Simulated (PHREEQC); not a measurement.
Solution (55 °C): 9.7 mmol/kgw FeCl3, 0.11 mmol/kgw CuCl2 and 0.53 mmol/kgw HCl. Closed to the air; pH follows from the charge balance.

Equilibrium calculation in PHREEQC: ion-association model, phreeqc.dat.

Problem. The ionic strength comes out as 0.0448 mol/kgw. What activity coefficients do Fe3(OH)4+5, Fe+3, Cl-, H+, CuCl+ get?

Solution. Fe3(OH)4+5 0.0067, Fe+3 0.23, Cl- 0.81, H+ 0.85, CuCl+ 0.81.

This is a speciation only: nothing precipitates in the calculation. Examples of supersaturated solids here: Hematite (slow to form), Goethite (slow to form). Others may be too. Away from 25 °C the constants follow the database's enthalpies or fits; those with neither stay at their 25 °C values.
